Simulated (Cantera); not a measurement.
## Stirred combustor or abatement burner

A perfectly stirred reactor is fed with 7.75 % CH3OH, 13.9 % O2, 75.9 % N2, 2.48 % H2O, equivalence ratio 0.84, at 705 Torr; it is adiabatic with a 525 K inlet, and is followed from long to short residence time, starting on the burning branch (τ in s: 0.49, 0.14, 0.039, 0.011, 0.0031, 0.00088, 0.00025, 7.1e-05, 2e-05).

Cantera simulation using GRI-Mech 3.0 (53 species, 325 reactions); the numbers are that mechanism's predictions, not measurements. GRI-Mech 3.0 was tuned for natural gas; its chemistry of methanol as a main component is partial and can be far from experiment.

```
τ (s)    T (K)   x CH3OH    x O2   x H2O    x CH4    x HCO
-------  -----  --------  ------  ------  -------  -------
0.49      1877   8.32e-7  0.0217   0.172  1.44e-8  9.15e-9
0.14      1869   2.02e-6  0.0220   0.171  1.81e-8  3.21e-8
0.039     1852   4.64e-6  0.0226   0.170  2.65e-8  1.15e-7
0.011     1821   1.03e-5  0.0239   0.168  6.89e-8  4.07e-7
0.0031    1772   2.35e-5  0.0260   0.165  2.98e-7  1.42e-6
0.00088   1704   6.10e-5  0.0294   0.161  1.70e-6  4.84e-6
0.00025   1601  0.000244  0.0367   0.157  1.24e-5  1.78e-5
7.1e-5     525    0.0775   0.139  0.0248   <1e-12   <1e-12
2.0e-5     525    0.0775   0.139  0.0248   <1e-12   <1e-12
```
x: mole fraction; the columns are a selection and need not sum to one.
